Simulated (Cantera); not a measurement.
Thermodynamics of hydrogen reduction and annealing atmospheres, feed V2O3 + H2 + H2O

Charge: 1 mol V2O3, 40 mol H2, 1.9 mol H2O, held at 1400 Pa.

These are equilibrium values from Cantera (NASA tables, ideal gas, pure condensed phases), not measurements of a reactor. Candidate condensed phases: H2O, V, VO, V2O3, V2O4, V2O5; 12 gas species. VO: taken at fixed stoichiometry. Condensed phases not in the tables: the oxides between V2O3 and V2O5 other than VO2. The numbers say what is thermodynamically allowed, not how fast it happens.

```tsv
T (K)	x H2	x H	x H2O	x VO2	x VO	x OH	n V2O3(s)	n VO(l)
1423	0.955	5.48e-5	0.0453	1.26e-8	8.32e-11	5.65e-8	1.00	0
1498	0.955	0.000142	0.0453	9.46e-8	9.89e-10	1.91e-7	1.000	0
1573	0.954	0.000336	0.0453	5.82e-7	9.20e-9	5.76e-7	1.000	0
1648	0.954	0.000735	0.0453	3.01e-6	6.92e-8	1.57e-6	1.000	0
1723	0.953	0.00150	0.0453	1.34e-5	4.34e-7	3.92e-6	1.000	0
1798	0.952	0.00290	0.0452	5.24e-5	2.31e-6	9.07e-6	0.999	0
1873	0.949	0.00531	0.0451	0.000182	1.07e-5	1.96e-5	0.996	0
1948	0.945	0.00929	0.0448	0.000572	4.39e-5	3.98e-5	0.987	0
2023	0.938	0.0155	0.0441	0.00163	0.000161	7.61e-5	0.962	0
2098	0.927	0.0250	0.0426	0.00427	0.000541	0.000136	0.897	0
2173	0.893	0.0385	0.0549	0.0117	0.00137	0.000317	0	1.43
2248	0.873	0.0580	0.0461	0.0191	0.00316	0.000459	0	1.01
```
x: gas mole fraction; n: condensed amount in mol.

From 1423 K to 2098 K the condensed part is V2O3(s). From 2173 K to 2248 K the condensed part is VO(l). The main V-bearing gas is VO2 throughout.
